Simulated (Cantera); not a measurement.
Charge: 1 mol AlCl₃, 14 mol O₂, 1.2 mol N₂, 110 mol NH₃, held at 1.00 bar.

These are equilibrium values from Cantera (NASA tables, ideal gas, pure condensed phases), not measurements of a reactor. Candidate condensed phases: Al, AlCl₃, AlN, Al₂O₃, H₂O, NH₄Cl; 45 gas species. Gases not in the tables: Al(OH)₃. Kinetics and transport are ignored.

Task: At 1527 °C, list the 4 most abundant gas species with their mole fractions, and the condensed phases.

Result: H₂ 0.615, N₂ 0.252, H₂O 0.119, HCl 0.0135. Condensed: Al₂O₃(s).
